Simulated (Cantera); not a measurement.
A Cantera script and what it prints.

```python
import numpy as np
import cantera as ct

gas_names = """
    H HNO HNO2 HNO3 HO2 H2 H2O H2O2 Hg N NH NH2 NH3 NH2OH NO NO2 NO3 N2 N2H2 N2H4 N2O O OH O2 O3
""".split()
cond_names = """
    H2O(s) H2O(L) Hg(cr) Hg(L) HgO(s)
""".split()


# ... load() reads the species with a 1 bar reference pressure and builds the phases ...
atoms = {
    'HgO': {'Hg': 1, 'O': 1},
    'H2': {'H': 2},
    'N2': {'N': 2},
}
top_T = {}  # K; cautious upper limits of use, not melting points


# ... equilibrate(T, P, feed) seeds the gas with the atoms and calls Mixture.equilibrate('TP', solver="vcs", rtol=1e-11, max_steps=5000) ...
results = []
T = 1325  # K
P = 13332.2  # Pa
for m in [1.7, 2.5, 3.8, 5.5, 8.2, 12, 18, 26, 39, 58]:
    feed = {'HgO': 1, 'H2': 4.5, 'N2': m}  # mol
    mix = equilibrate(T, P, feed)
    results.append((T, P, feed, dict(zip(mix.species_names, mix.species_moles))))

top = {s: max(r[3][s] / sum(r[3][g] for g in gas_names) for r in results) for s in gas_names}
cols = sorted((s for s in top if top[s] > 1e-06), key=lambda s: -top[s])[:6]
seen = [c for c in cond_names if any(r[3].get(c, 0) > 1e-12 for r in results)]
print("log10 of partial pressures in bar; condensed amounts in mol")
print(f"{'n(N2)':>10s}" + "".join(f"{s[:9]:>10s}" for s in cols + seen))
for T, P, feed, n in results:
    ng = sum(n[g] for g in gas_names)
    print(f"{feed['N2']:10.4g}" + "".join(f"{np.log10(max(n[s] / ng * P / 1e5, 1e-99)):10.3f}" for s in cols)
          + "".join(f"{n.get(c, 0):10.4g}" for c in seen))
```

Output:

```
log10 of partial pressures in bar; condensed amounts in mol
     n(N2)        N2        H2        Hg       H2O         H       NH3
       1.7    -1.502    -1.188    -1.732    -1.732    -6.381    -6.483
       2.5    -1.380    -1.234    -1.778    -1.778    -6.403    -6.490
       3.8    -1.264    -1.300    -1.844    -1.844    -6.436    -6.530
       5.5    -1.176    -1.372    -1.916    -1.916    -6.473    -6.596
       8.2    -1.098    -1.468    -2.012    -2.012    -6.520    -6.700
        12    -1.039    -1.574    -2.118    -2.118    -6.573    -6.830
        18    -0.991    -1.702    -2.246    -2.246    -6.637    -6.998
        26    -0.958    -1.829    -2.373    -2.373    -6.701    -7.172
        39    -0.932    -1.979    -2.523    -2.523    -6.776    -7.384
        58    -0.914    -2.134    -2.678    -2.678    -6.853    -7.607
```

These are equilibrium values from Cantera (NASA tables, ideal gas, pure condensed phases), not measurements of a reactor.
